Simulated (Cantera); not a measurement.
A perfectly stirred reactor is fed with 8.13 % CH₄, 2.44 % C₂H₆, 0.244 % C₃H₈, 18.7 % O₂, 70.5 % N₂, equivalence ratio 1.4, at 620000 Pa; it is adiabatic with a 548 K inlet, and is followed from long to short residence time, starting on the burning branch (τ in s: 0.12, 0.045, 0.018, 0.007, 0.0027, 0.0011, 0.00042, 0.00016, 6.5e-05, 2.5e-05, 9.9e-06).

Detailed kinetics in Cantera: GRI-Mech 3.0 (53 species, 325 reactions).

x: mole fraction; the columns are a selection and need not sum to one.

```json
[
 {"τ (s)": "0.12", "T (K)": "2183", "x CH₄": "5.92e-5", "x C₂H₆": "4.88e-8", "x C₃H₈": "4.05e-9", "x CH₂O": "5.64e-7", "x C₂H₄": "(withheld)", "x C₂H": "3.54e-9"},
 {"τ (s)": "0.045", "T (K)": "2182", "x CH₄": "0.000129", "x C₂H₆": "1.31e-7", "x C₃H₈": "1.05e-8", "x CH₂O": "1.34e-6", "x C₂H₄": "(withheld)", "x C₂H": "1.02e-8"},
 {"τ (s)": "0.018", "T (K)": "2182", "x CH₄": "0.000258", "x C₂H₆": "3.33e-7", "x C₃H₈": "2.54e-8", "x CH₂O": "2.96e-6", "x C₂H₄": "(withheld)", "x C₂H": "2.84e-8"},
 {"τ (s)": "0.0070", "T (K)": "2180", "x CH₄": "0.000497", "x C₂H₆": "8.89e-7", "x C₃H₈": "6.28e-8", "x CH₂O": "6.53e-6", "x C₂H₄": "(withheld)", "x C₂H": "8.10e-8"},
 {"τ (s)": "0.0027", "T (K)": "2177", "x CH₄": "0.000870", "x C₂H₆": "2.39e-6", "x C₃H₈": "1.55e-7", "x CH₂O": "1.38e-5", "x C₂H₄": "(withheld)", "x C₂H": "2.14e-7"},
 {"τ (s)": "0.0011", "T (K)": "2169", "x CH₄": "0.00133", "x C₂H₆": "5.97e-6", "x C₃H₈": "3.61e-7", "x CH₂O": "2.63e-5", "x C₂H₄": "(withheld)", "x C₂H": "4.62e-7"},
 {"τ (s)": "0.00042", "T (K)": "2151", "x CH₄": "0.00196", "x C₂H₆": "1.59e-5", "x C₃H₈": "8.99e-7", "x CH₂O": "5.08e-5", "x C₂H₄": "(withheld)", "x C₂H": "8.96e-7"},
 {"τ (s)": "0.00016", "T (K)": "2108", "x CH₄": "0.00309", "x C₂H₆": "4.75e-5", "x C₃H₈": "2.45e-6", "x CH₂O": "0.000101", "x C₂H₄": "(withheld)", "x C₂H": "1.44e-6"},
 {"τ (s)": "6.5e-5", "T (K)": "548", "x CH₄": "0.0813", "x C₂H₆": "0.0244", "x C₃H₈": "0.00244", "x CH₂O": "<1e-12", "x C₂H₄": "<1e-12", "x C₂H": "<1e-12"},
 {"τ (s)": "2.5e-5", "T (K)": "548", "x CH₄": "0.0813", "x C₂H₆": "0.0244", "x C₃H₈": "0.00244", "x CH₂O": "<1e-12", "x C₂H₄": "<1e-12", "x C₂H": "<1e-12"},
 {"τ (s)": "9.9e-6", "T (K)": "548", "x CH₄": "0.0813", "x C₂H₆": "0.0244", "x C₃H₈": "0.00244", "x CH₂O": "<1e-12", "x C₂H₄": "<1e-12", "x C₂H": "<1e-12"}
]
```

Problem. What belongs in the gaps?

Solution. 
- 0.12, x C₂H₄: 1.57e-7
- 0.045, x C₂H₄: 4.49e-7
- 0.018, x C₂H₄: 1.26e-6
- 0.0070, x C₂H₄: 3.81e-6
- 0.0027, x C₂H₄: 1.12e-5
- 0.0011, x C₂H₄: 2.88e-5
- 0.00042, x C₂H₄: 7.38e-5
- 0.00016, x C₂H₄: 0.000201
